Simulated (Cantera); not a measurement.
Feed: 1 mol Al₂O₃, 10 mol H₂, 72 mol N₂, held at 1825 °C and 0.900 Torr.

Method: chemical equilibrium by Gibbs-energy minimisation in Cantera with the NASA 1993 tables (ideal gas, pure condensed phases). Candidate condensed phases: Al, AlN, Al₂O₃, H₂O; 35 gas species. The tables' values for AlOH are old estimates; treat these amounts as uncertain. Equilibrium is a limit: real reactors are often held back by kinetics, nucleation or transport.

Base state: N₂ 0.865, H₂ 0.105, H 0.0288, H₂O 0.000762, Al 0.000454, Al₂O 4.58e-5, AlOH 2.64e-5, OH 2.48e-5 (mole fractions); condensed: Al₂O₃(s).

Task: What changes in the equilibrium state with this change: pressure from 0.900 Torr to 750 Torr?

Result: 
```json
[
 {"species": "N₂", "before": "0.865", "after": "0.878"},
 {"species": "H₂", "before": "0.105", "after": "0.121"},
 {"species": "H", "before": "0.0288", "after": "0.00107"},
 {"species": "Al", "before": "0.000454", "after": "2.70e-5"},
 {"species": "OH", "before": "2.48e-5", "after": "6.86e-8"},
 {"species": "AlO", "before": "1.45e-5", "after": "6.38e-8"},
 {"species": "H₂O", "before": "0.000762", "after": "6.54e-5"},
 {"species": "Al₂O₃(s), mol", "before": "0.975", "after": "0.998"}
]
```

Task: What changes in the equilibrium state with this change: pressure from 0.900 Torr to 6530 Torr?

Result: 
```csv
species,before,after
N₂,0.865,0.878
H₂,0.105,0.122
H,0.0288,0.000364
Al,0.000454,5.02e-6
AlO,1.45e-5,8.62e-9
OH,2.48e-5,1.69e-8
Al₂O,4.58e-5,2.18e-6
"Al₂O₃(s), mol",0.975,0.999
"AlN(s), mol",0,0.00181
```
Mutual solubility and eutectic melting of coexisting phases are not modelled. Condensed phases not in the tables: aluminium oxynitride.
